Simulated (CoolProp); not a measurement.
Computed with CoolProp (reference Helmholtz-energy equation of state, Thol 2016).

### Question
For hexamethyldisiloxane (MM), give the phase and the speed of sound (m/s) at 293.05 °C and 124 kPa.

### Answer
- 293.05 °C and 124 kPa: gas; speed of sound 170
